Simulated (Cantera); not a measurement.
Charge: 1 mol AlCl3, a varied amount of NH3, 20 mol N2, equilibrated at 1300 K and 0.140 bar.

These are equilibrium values from Cantera (NASA tables, ideal gas, pure condensed phases), not measurements of a reactor. Candidate condensed phases: Al, AlCl3, AlN, NH4Cl; 20 gas species. Rates play no part.

**Question.** At 130 mol NH3, list the 4 most abundant gas species with their mole fractions, and the condensed phases.

**Answer.** H2 0.689, N2 0.301, HCl 0.0105, AlCl3 5.77e-5. Condensed: AlN(s).
